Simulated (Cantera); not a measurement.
Standard-state values (1 bar) from the NASA 1993 polynomials, evaluated with Cantera. Values are per mole of reaction as written; species without (g) are pure solids or liquids, kept so even where they would boil at 1 bar. The tables' values for C2F4, SiF2 are old estimates.

### Question
Between 2573 and 2973 K, where is each reaction favourable under standard conditions?
- 4 SiCl2(g) + C2F4(g) → 2 SiCl4(g) + 2 C + 2 SiF2(g)

### Answer
- 4 SiCl2(g) + C2F4(g) → 2 SiCl4(g) + 2 C + 2 SiF2(g): ΔG° is -594 kJ at 2573 K and -511 kJ at 2973 K; it stays negative (K > 1). ΔH° is -1122 kJ and ΔS° -205 J/K at 2973 K.
